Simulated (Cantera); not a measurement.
Input: 1 mol Si, 1.4 mol HBr, 17 mol H2, equilibrated at 600 °C and 9.40 mbar.

Method: chemical equilibrium by Gibbs-energy minimisation in Cantera with the NASA 1993 tables (ideal gas, pure condensed phases). Candidate condensed phases: Br2, Si; 19 gas species. The tables' values for SiBr3 are old estimates; treat these amounts as uncertain. The numbers say what is thermodynamically allowed, not how fast it happens.

Base state: H2 0.969, SiBr4 0.0147, HBr 0.0144, SiHBr3 0.00119, SiBr2 0.000158, SiBr3 5.54e-5, SiH2Br2 4.54e-5 (mole fractions); condensed: Si(s).

Question: What changes in the equilibrium state with this change: HBr from 1.4 to 4.7 mol?

Answer: 
```csv
species,before,after
H2,0.969,0.916
SiBr4,0.0147,0.0467
HBr,0.0144,0.0355
SiH2Br2,4.54e-5,2.11e-5
SiBr2,0.000158,7.76e-5
SiBr3,5.54e-5,6.93e-5
SiHBr3,0.00119,0.00145
"Si(s), mol",0.708,0
```
